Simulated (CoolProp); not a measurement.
A single-stage vapour-compression cycle with the fluid: evaporating at 326.15 K (dew point), condensing at 347.15 K (bubble point), superheat 0 K, subcooling 0 K, compressor efficiency 0.6, no pressure losses. The same conditions are run with several fluids, on thermodynamics alone (safety and materials aside).

Values from CoolProp's reference Helmholtz-energy equation of state of each fluid (trans-2-butene: Lemmon 2005; 1,2-dichloroethane: Thol 2015; dimethyl ether: Wu 2011; vinyl chloride: Thol 2022; c-C4F8 (RC318): Platzer 1990; R114: Platzer 1990). The equations of Platzer and Polt are older, rougher fits.

| fluid | cooling COP | pressure ratio | discharge temperature (K) | refrigerating effect (kJ/kg) | volumetric capacity (kJ/m³) |
|---|---|---|---|---|---|
| trans-2-butene | 8.26 | 1.67 | 352.2 | 296 | 3650 |
| 1,2-dichloroethane | 8.88 | 2.13 | 367.4 | 312 | 405 |
| dimethyl ether | 7.97 | 1.60 | 357.4 | 297 | 7680 |
| vinyl chloride | 8.38 | 1.62 | 364.6 | 260 | 5800 |
| c-C4F8 (RC318) | 7.18 | 1.67 | 347.2 | 64.2 | 4070 |
| R114 | 8.00 | 1.68 | 347.3 | 93.7 | 3270 |

The compression ends wet for: c-C4F8 (RC318).
